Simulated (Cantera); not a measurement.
A perfectly stirred reactor is fed with NH₃ : H₂ = 1 : 0.12 (molar parts), at 760 Torr; it is held at 2350 K, and followed from long to short residence time.

Detailed kinetics in Cantera: the gas-phase N/H chemistry of the illustrative SiF4/NH3 mechanism in the Surface Chemkin manual (1991). Walls and surfaces, which speed up NH3 decomposition in real reactors, are not modelled.

One state of this run: x NH₃ = 0.227; x H₂ = 0.595; x N₂ = 0.175; x NH₂ = 0.00188; x H = 0.00155; x N₂H₄ = 1.50e-7. x: mole fraction; the columns are a selection and need not sum to one.

### Question
Which value of τ (s) does it belong to?
A) 6.6
B) 0.0029
C) 0.96
D) 0.020

### Answer
B, 0.0029
